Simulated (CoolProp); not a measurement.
Properties of toluene at several states (Tc = 318.6 °C, pc = 4126 kPa, ω = 0.266).

Model: reference Helmholtz-energy equation of state, Lemmon 2006, in CoolProp. It is a short technical equation, of lower accuracy than the large ones.

| T (°C) | p (kPa) | phase | cp (kJ/(kg K)) | cv (kJ/(kg K)) | isothermal compressibility (1/MPa) |
|---|---|---|---|---|---|
| 287.45 | 6760 | liquid | 2.750 | 2.056 | 0.01480 |
| 189.75 | 12.5 | gas | 1.736 | 1.645 | 80.20 |
| 345.15 | 1850 | gas | 2.320 | 2.128 | 0.6503 |
| 177.85 | 5630 | liquid | 2.240 | 1.740 | 0.003075 |
| 51.35 | 807 | liquid | 1.787 | 1.343 | 0.001108 |
| -5.15 | 20800 | liquid | 1.600 | 1.186 | 0.0006428 |
